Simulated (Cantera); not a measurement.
Feed: 1 mol SiCl₄, 0.63 mol Cl₂, a varied amount of H₂, 0.8 mol HCl, equilibrated at 1573 K and 11.0 bar.

These are equilibrium values from Cantera (NASA tables, ideal gas, pure condensed phases), not measurements of a reactor. Candidate condensed phases: Si; 19 gas species. The tables' values for SiCl₃ are old estimates; treat these amounts as uncertain. Equilibrium is a limit: real reactors are often held back by kinetics, nucleation or transport.

x: gas mole fraction; nothing condenses.

| n(H₂) (mol) | x HCl | x H₂ | x SiCl₄ | x Cl₂ | x SiHCl₃ | x SiCl₃ | x Cl |
|---|---|---|---|---|---|---|---|
| 0.49 | 0.608 | 9.87e-7 | 0.341 | 0.0448 | 7.35e-8 | 4.02e-5 | … |
| 0.57 | 0.645 | 2.76e-6 | 0.333 | 0.0181 | 1.88e-7 | 6.16e-5 | … |
| 0.66 | 0.669 | 0.00767 | 0.320 | 6.99e-6 | 0.000486 | 0.00301 | … |
| 0.77 | 0.651 | 0.0377 | 0.302 | 1.35e-6 | 0.00232 | 0.00649 | … |
| 0.89 | 0.631 | 0.0688 | 0.286 | 6.94e-7 | 0.00414 | 0.00856 | … |
| 1 | 0.614 | 0.0957 | 0.273 | 4.73e-7 | 0.00564 | 0.00990 | … |
| 1.2 | 0.586 | 0.141 | 0.252 | 2.93e-7 | 0.00803 | 0.0116 | … |
| 1.4 | 0.560 | 0.181 | 0.234 | 2.08e-7 | 0.0100 | 0.0128 | … |
| 1.6 | 0.537 | 0.218 | 0.218 | 1.59e-7 | 0.0117 | 0.0136 | … |
| 1.9 | 0.505 | 0.266 | 0.197 | 1.15e-7 | 0.0138 | 0.0145 | … |
| 2.2 | 0.478 | 0.309 | 0.180 | 8.85e-8 | 0.0154 | 0.0150 | … |
| 2.6 | 0.446 | 0.358 | 0.160 | 6.65e-8 | 0.0170 | 0.0154 | … |

Question: Complete the blanks.

Answer: 
- 0.49, x Cl: 0.00596
- 0.57, x Cl: 0.00379
- 0.66, x Cl: 7.44e-5
- 0.77, x Cl: 3.27e-5
- 0.89, x Cl: 2.35e-5
- 1, x Cl: 1.94e-5
- 1.2, x Cl: 1.52e-5
- 1.4, x Cl: 1.28e-5
- 1.6, x Cl: 1.12e-5
- 1.9, x Cl: 9.54e-6
- 2.2, x Cl: 8.38e-6
- 2.6, x Cl: 7.26e-6
